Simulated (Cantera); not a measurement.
Input: 1 mol SiH2Cl2, 0.11 mol C2H4, 25 mol H2, equilibrated at 0.750 Torr.

These are equilibrium values from Cantera (NASA tables, ideal gas, pure condensed phases), not measurements of a reactor. Candidate condensed phases: C, C6H6, C7H8, C8H18, Si, SiC; 109 gas species. Mutual solubility and eutectic melting of coexisting phases are not modelled. Gases not in the tables: Si2H6 and higher silanes. Kinetics and transport are ignored.

**Question.** Which condensed phases are stable at each of these points (T (°C)): 1302, 1327, 1352, 1377, 1402, 1427, 1452, 1477, 1502, 1527, 1552, 1577, 1602, 1627?

**Answer.** 
```json
[
 {"T (°C)": "1302", "condensed phases": "Si(s) + SiC(s)", "Si condensed (%)": "72.0"},
 {"T (°C)": "1327", "condensed phases": "Si(s) + SiC(s)", "Si condensed (%)": "71.6"},
 {"T (°C)": "1352", "condensed phases": "Si(s) + SiC(s)", "Si condensed (%)": "71.1"},
 {"T (°C)": "1377", "condensed phases": "Si(s) + SiC(s)", "Si condensed (%)": "70.5"},
 {"T (°C)": "1402", "condensed phases": "Si(s) + SiC(s)", "Si condensed (%)": "69.7"},
 {"T (°C)": "1427", "condensed phases": "Si(l) + SiC(s)", "Si condensed (%)": "69.0"},
 {"T (°C)": "1452", "condensed phases": "Si(l) + SiC(s)", "Si condensed (%)": "68.5"},
 {"T (°C)": "1477", "condensed phases": "Si(l) + SiC(s)", "Si condensed (%)": "67.6"},
 {"T (°C)": "1502", "condensed phases": "Si(l) + SiC(s)", "Si condensed (%)": "65.9"},
 {"T (°C)": "1527", "condensed phases": "Si(l) + SiC(s)", "Si condensed (%)": "63.4"},
 {"T (°C)": "1552", "condensed phases": "Si(l) + SiC(s)", "Si condensed (%)": "59.6"},
 {"T (°C)": "1577", "condensed phases": "Si(l) + SiC(s)", "Si condensed (%)": "54.0"},
 {"T (°C)": "1602", "condensed phases": "Si(l) + SiC(s)", "Si condensed (%)": "46.2"},
 {"T (°C)": "1627", "condensed phases": "Si(l) + SiC(s)", "Si condensed (%)": "35.3"}
]
```

From 1302 °C to 1402 °C the condensed part is Si(s) + SiC(s). From 1427 °C to 1627 °C the condensed part is Si(l) + SiC(s).
